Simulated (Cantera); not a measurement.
# Low-pressure radical oxidation in H2/O2

An isothermal, constant-pressure homogeneous reactor starts with H2 : O2 = 0.21 : 1 (molar parts), equivalence ratio 0.10, at 975 K and 0.00450 bar.

Cantera simulation using GRI-Mech 3.0 (53 species, 325 reactions); the numbers are that mechanism's predictions, not measurements. Radical loss at walls, strong at low pressure, is not modelled. The temperature is held fixed by assumption; the heat of reaction is taken as removed at once.

| t (s) | x H2 | x O2 | x OH | x H2O2 | x H2O |
|---|---|---|---|---|---|
| 2.00e-6 | 0.174 | 0.826 | <1e-12 | <1e-12 | <1e-12 |
| 1.15e-5 | 0.174 | 0.826 | <1e-12 | <1e-12 | <1e-12 |
| 6.63e-5 | 0.174 | 0.826 | <1e-12 | <1e-12 | <1e-12 |
| 0.000382 | 0.174 | 0.826 | 1.28e-11 | <1e-12 | 2.21e-11 |
| 0.00220 | 0.174 | 0.826 | 5.49e-10 | <1e-12 | 3.55e-9 |
| 0.0126 | 0.133 | 0.806 | 0.00290 | 7.34e-8 | 0.0290 |
| 0.0728 | 0.00286 | 0.789 | 0.00234 | 9.59e-8 | 0.175 |
| 0.419 | 7.40e-5 | 0.809 | 0.000337 | 9.68e-8 | 0.190 |
| 2.41 | 1.95e-6 | 0.810 | 5.84e-5 | 2.59e-8 | 0.190 |
| 13.9 | 1.41e-7 | 0.810 | 1.67e-5 | 6.34e-9 | 0.190 |
| 80.0 | 1.70e-8 | 0.810 | 5.94e-6 | 1.53e-9 | 0.190 |
x: mole fraction; the columns are a selection and need not sum to one.

Equilibrium at this temperature and pressure: H2 1.29e-10, O2 0.810, OH 5.21e-7, H2O2 2.33e-11, H2O 0.190 (gas phase only).
